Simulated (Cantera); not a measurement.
A freely propagating, adiabatic, planar premixed flame of CH₄ : H₂ : O₂ : N₂ : H₂O : CO₂ = 1 : 0.031 : 1.83 : 6.89 : 0.36 : 0.64 (molar parts), unburnt at 700 K and 1.00 bar; mixture-averaged transport, grid criteria slope 0.08 and curve 0.16, no radiation.

Model: GRI-Mech 3.0 (53 species, 325 reactions), integrated in Cantera. Burning velocities carry a grid error of a few per cent, more on coarse grids.

Problem. Predict: laminar burning velocity; thermal thickness; peak x(OH); peak x(HO₂).

Solution. 
| Quantity | Value |
|---|---|
| laminar burning velocity | 116 cm/s |
| thermal thickness | 0.408 mm |
| peak x(OH) | 0.00822 |
| peak x(HO₂) | 0.000142 |
